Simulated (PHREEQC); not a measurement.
# Ultrapure water in contact with air or piping

Model water analysis in mmol/kgw, 25 °C, pH 6.6, pe -2:

```tsv
constituent	mmol/kgw
Na	0.00255
K	3.8e-07
Ca	0.00764
Mg	0.000198
Cl	0.00155
S(6)	0.00498
Alkalinity (meq/kgw)	0.00733
B	0.000554
```

Valence states are taken as typed.

Equilibrium calculation in PHREEQC: ion-association model, phreeqc.dat.

Precipitation was switched off in this run.

Task: Estimate the charge-balance error.

Result: charge-balance error -1.6 %.

Task: In which forms is C present?

Result: HCO3- 64 %, CO2 36 % of the C.
